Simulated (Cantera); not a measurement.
A perfectly stirred reactor is fed with 10.4 % H₂, 18.8 % O₂, 70.8 % N₂, equivalence ratio 0.28, at 0.987 atm; it is adiabatic with a 325 K inlet, and is followed from long to short residence time, starting on the burning branch (τ in s: 0.023, 0.011, 0.0054, 0.0026, 0.0013, 0.00062, 0.0003, 0.00015, 7.2e-05, 3.5e-05, 1.7e-05).

Detailed kinetics in Cantera: GRI-Mech 3.0 (53 species, 325 reactions).

Question: Predict: blow-out, bracketed by the residence times tried; x(H₂) at τ = 23.0 ms; x(O₂) at τ = 23.0 ms; x(NO) at τ = 23.0 ms; x(H) at τ = 23.0 ms; x(O) at τ = 23.0 ms; x(H₂) at τ = 0.620 ms; x(O₂) at τ = 0.620 ms.

Answer: 
```json
{
  "blow_out_bracketed_by_the_residence_times_tried": "burning at 5.40 ms, out at 2.60 ms",
  "x(H₂) at τ = 23.0 ms": "0.00194",
  "x(O₂) at τ = 23.0 ms": "0.144",
  "x(NO) at τ = 23.0 ms": "3.93e-8",
  "x(H) at τ = 23.0 ms": "1.53e-5",
  "x(O) at τ = 23.0 ms": "7.41e-5",
  "x(H₂) at τ = 0.620 ms": "0.104",
  "x(O₂) at τ = 0.620 ms": "0.188"
}
```
